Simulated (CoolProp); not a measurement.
n-pentane at 298.15 K and 0.0385 MPa is throttled through a valve to 0.0164 MPa with no heat exchange. Each further row changes one setting.

Values from CoolProp's reference Helmholtz-energy equation of state, Thol 2019.

| case | temperature change (K) | final density (kg/m³) |
|---|---|---|
| as stated | -0.7 | 0.482 |
| outlet pressure 0.00492 MPa | -1.1 | 0.144 |
| outlet pressure 0.0213 MPa | -0.6 | 0.628 |
